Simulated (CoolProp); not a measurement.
R21 along the isotherm 199.85 °C: Z from the reference equation and from simpler models built on Tc = 179.6 °C, pc = 5.289 MPa, ω = 0.206; each cubic takes its own stable root.

Values from CoolProp's reference Helmholtz-energy equation of state, Platzer 1990. This equation is an older, rougher fit; its heat capacities, sound speeds and derivatives of the liquid may be far off and weren't checked against measurements.

```
p (MPa)          phase  reference
-------  -------------  ---------
0.721              gas     0.9595
1.44               gas     0.9162
2.16               gas     0.8693
2.88               gas     0.8181
3.61               gas     0.7606
4.33               gas     0.6964
5.05               gas     0.6218
5.77     supercritical     0.5310
6.49     supercritical     0.4193
7.21     supercritical     0.3291
7.93     supercritical     0.3037
```

How far does each simpler model (van der Waals, Redlich-Kwong, Soave-Redlich-Kwong, Peng-Robinson) lie from the reference over these 11 states: mean and median of the absolute difference, and the worst?


- van der Waals: mean 5.0 %, median 2.3 %, worst +22.8 % at 199.85 °C and 7.93 MPa
- Redlich-Kwong: mean 1.9 %, median 0.3 %, worst +11.8 % at 199.85 °C and 7.93 MPa
- Soave-Redlich-Kwong: mean 4.7 %, median 1.5 %, worst +17.6 % at 199.85 °C and 7.93 MPa
- Peng-Robinson: mean 2.7 %, median 2.0 %, worst +8.5 % at 199.85 °C and 7.93 MPa
